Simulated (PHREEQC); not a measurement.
Solution (25 °C): 0.047 mol CuSO4, 0.00047 mol HCl and 0.016 mol H3BO3 per kg of water. Closed to the air; pH follows from the charge balance.

The numbers come from PHREEQC with the ion-association model, phreeqc.dat.

The ionic strength comes out as 0.107 mol/kgw. What activity coefficients do Cu+2, Cl-, CuCl+, H+, HSO4- get?

Cu+2 0.39, Cl- 0.76, CuCl+ 0.76, H+ 0.82, HSO4- 0.78.

Precipitation was switched off in this run. Complexes and solids missing from the database can't appear.
